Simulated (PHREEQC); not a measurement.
A column of 0.2 m (30 cells, dispersivity 0.007 m, 300 s a shift, diffusion coefficient 3e-10 m²/s) holds 0.0016 eq of the database's cation exchanger X per kg of pore water, first in equilibrium with 0.48 mmol/kgw SrCl2, 7 mmol/kgw KBr and 0.01 mmol/kgw HCl. It is flushed with 0.0014 mol/kgw NaCl and 1e-05 mol/kgw HCl, at 15 °C. Values are for the last cell. The system is closed to CO2. Precipitation was switched off in this run.

Model: ion-association model, phreeqc.dat, run in PHREEQC.

```json
[
 {"pore volumes": "0", "Br in solution (mol/kgw)": "0.00700", "Na in solution (mol/kgw)": "0", "K in solution (mol/kgw)": "0.00700", "Sr in solution (mol/kgw)": "0.000480", "Cl in solution (mol/kgw)": "0.000970", "KX on the exchanger (mol/kgw)": "0.000731", "NaX on the exchanger (mol/kgw)": "0"},
 {"pore volumes": "0.35", "Br in solution (mol/kgw)": "0.00700", "Na in solution (mol/kgw)": "1.51e-8", "K in solution (mol/kgw)": "0.00700", "Sr in solution (mol/kgw)": "0.000480", "Cl in solution (mol/kgw)": "0.000970", "KX on the exchanger (mol/kgw)": "0.000731", "NaX on the exchanger (mol/kgw)": "2.97e-10"},
 {"pore volumes": "0.85", "Br in solution (mol/kgw)": "0.00480", "Na in solution (mol/kgw)": "0.000350", "K in solution (mol/kgw)": "0.00501", "Sr in solution (mol/kgw)": "0.000265", "Cl in solution (mol/kgw)": "0.00111", "KX on the exchanger (mol/kgw)": "0.000709", "NaX on the exchanger (mol/kgw)": "9.30e-6"},
 {"pore volumes": "1.183", "Br in solution (mol/kgw)": "0.00155", "Na in solution (mol/kgw)": "0.000791", "K in solution (mol/kgw)": "0.00196", "Sr in solution (mol/kgw)": "5.04e-5", "Cl in solution (mol/kgw)": "0.00131", "KX on the exchanger (mol/kgw)": "0.000644", "NaX on the exchanger (mol/kgw)": "4.90e-5"},
 {"pore volumes": "1.517", "Br in solution (mol/kgw)": "0.000302", "Na in solution (mol/kgw)": "0.000939", "K in solution (mol/kgw)": "0.000725", "Sr in solution (mol/kgw)": "9.43e-6", "Cl in solution (mol/kgw)": "0.00139", "KX on the exchanger (mol/kgw)": "0.000553", "NaX on the exchanger (mol/kgw)": "0.000135"},
 {"pore volumes": "2.017", "Br in solution (mol/kgw)": "1.63e-5", "Na in solution (mol/kgw)": "0.00111", "K in solution (mol/kgw)": "0.000298", "Sr in solution (mol/kgw)": "2.97e-6", "Cl in solution (mol/kgw)": "0.00141", "KX on the exchanger (mol/kgw)": "0.000405", "NaX on the exchanger (mol/kgw)": "0.000284"},
 {"pore volumes": "2.35", "Br in solution (mol/kgw)": "1.97e-6", "Na in solution (mol/kgw)": "0.00120", "K in solution (mol/kgw)": "0.000199", "Sr in solution (mol/kgw)": "2.07e-6", "Cl in solution (mol/kgw)": "0.00141", "KX on the exchanger (mol/kgw)": "0.000323", "NaX on the exchanger (mol/kgw)": "0.000366"},
 {"pore volumes": "2.683", "Br in solution (mol/kgw)": "2.22e-7", "Na in solution (mol/kgw)": "0.00126", "K in solution (mol/kgw)": "0.000139", "Sr in solution (mol/kgw)": "1.62e-6", "Cl in solution (mol/kgw)": "0.00141", "KX on the exchanger (mol/kgw)": "0.000256", "NaX on the exchanger (mol/kgw)": "0.000434"},
 {"pore volumes": "3.017", "Br in solution (mol/kgw)": "2.38e-8", "Na in solution (mol/kgw)": "0.00130", "K in solution (mol/kgw)": "9.92e-5", "Sr in solution (mol/kgw)": "1.35e-6", "Cl in solution (mol/kgw)": "0.00141", "KX on the exchanger (mol/kgw)": "0.000200", "NaX on the exchanger (mol/kgw)": "0.000491"},
 {"pore volumes": "3.517", "Br in solution (mol/kgw)": "7.92e-10", "Na in solution (mol/kgw)": "0.00134", "K in solution (mol/kgw)": "6.03e-5", "Sr in solution (mol/kgw)": "1.11e-6", "Cl in solution (mol/kgw)": "0.00141", "KX on the exchanger (mol/kgw)": "0.000134", "NaX on the exchanger (mol/kgw)": "0.000557"},
 {"pore volumes": "3.85", "Br in solution (mol/kgw)": "7.98e-11", "Na in solution (mol/kgw)": "0.00135", "K in solution (mol/kgw)": "4.32e-5", "Sr in solution (mol/kgw)": "1.02e-6", "Cl in solution (mol/kgw)": "0.00141", "KX on the exchanger (mol/kgw)": "0.000100", "NaX on the exchanger (mol/kgw)": "0.000591"},
 {"pore volumes": "4.183", "Br in solution (mol/kgw)": "7.94e-12", "Na in solution (mol/kgw)": "0.00137", "K in solution (mol/kgw)": "3.06e-5", "Sr in solution (mol/kgw)": "9.48e-7", "Cl in solution (mol/kgw)": "0.00141", "KX on the exchanger (mol/kgw)": "7.35e-5", "NaX on the exchanger (mol/kgw)": "0.000617"},
 {"pore volumes": "4.683", "Br in solution (mol/kgw)": "2.45e-13", "Na in solution (mol/kgw)": "0.00138", "K in solution (mol/kgw)": "1.78e-5", "Sr in solution (mol/kgw)": "8.82e-7", "Cl in solution (mol/kgw)": "0.00141", "KX on the exchanger (mol/kgw)": "4.45e-5", "NaX on the exchanger (mol/kgw)": "0.000646"},
 {"pore volumes": "5.017", "Br in solution (mol/kgw)": "2.39e-14", "Na in solution (mol/kgw)": "0.00139", "K in solution (mol/kgw)": "1.22e-5", "Sr in solution (mol/kgw)": "8.53e-7", "Cl in solution (mol/kgw)": "0.00141", "KX on the exchanger (mol/kgw)": "3.10e-5", "NaX on the exchanger (mol/kgw)": "0.000660"}
]
```

Species that the database lacks are ignored.
